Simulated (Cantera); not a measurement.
Charge: 1 mol SiCl4, 0.075 mol CH4, 7.1 mol H2, equilibrated at 3.30 mbar.

These are equilibrium values from Cantera (NASA tables, ideal gas, pure condensed phases), not measurements of a reactor. Candidate condensed phases: C, C6H6, C7H8, C8H18, Si, SiC; 109 gas species. The tables' values for SiCl, SiCl3 are old estimates; treat these amounts as uncertain. Gases not in the tables: Si2H6 and higher silanes. The numbers say what is thermodynamically allowed, not how fast it happens. All values below are at 2325 K.

Base state: H2 0.477, HCl 0.250, H 0.132, Cl 0.0499, Si 0.0475, SiCl2 0.0305, SiCl 0.00763, SiC2 0.00189 (mole fractions); condensed: gas only.

Q: What changes in the equilibrium state with this change: SiCl4 replaced by SiH4?

A: 
```tsv
species	before	after
H2	0.477	0.748
H	0.132	0.166
Si	0.0475	0.0796
HCl	0.250	0
Cl	0.0499	0
SiCl2	0.0305	0
SiCl	0.00763	0
SiCl3	5.49e-5	0
```

Q: What changes in the equilibrium state with this change: SiCl4 replaced by SiH2Cl2?

A: 
```tsv
species	before	after
H2	0.477	0.606
H	0.132	0.149
HCl	0.250	0.133
Cl	0.0499	0.0236
SiCl2	0.0305	0.00961
Si	0.0475	0.0671
SiCl3	5.49e-5	8.19e-6
Si2	0.000129	0.000258
SiH2	3.34e-5	6.00e-5
SiH	0.000662	0.00105
Si2C	0.00188	0.00284
```
The tables' values for SiCl are old estimates; treat these amounts as uncertain.
